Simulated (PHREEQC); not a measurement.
## Brine

A solution holds 1.6 mol MgSO4 and 2.6 mol FeCl2 per kg of water, at 20 °C. Closed to the air; pH follows from the charge balance.

Computed with PHREEQC (Pitzer model, pitzer.dat).

```
Item                        Value
-------------------  ------------
pH                           4.82
ionic strength       14.2 mol/kgw
activity of water           0.665
density               1.376 g/cm³
osmotic coefficient         2.058
```

```
species  molality  activity   log γ
-------  --------  --------  ------
Cl-          5.20      4.59  -0.054
Fe+2         2.60      50.7   1.290
Mg+2         1.60      60.2   1.576
SO4-2        1.60   0.00429  -2.572
MgOH+     3.11e-6   2.62e-6  -0.074
HSO4-     2.17e-6   5.42e-6   0.398
H+        9.62e-7   1.52e-5   1.199
OH-       1.70e-8  2.99e-10  -1.755
```

No solid was allowed to form. The solution is supersaturated, for example in Epsomite, so a real one may precipitate; this is no full list. Complexes and solids missing from the database can't appear. In brines, pH and single-ion activities rest on the MacInnes convention.
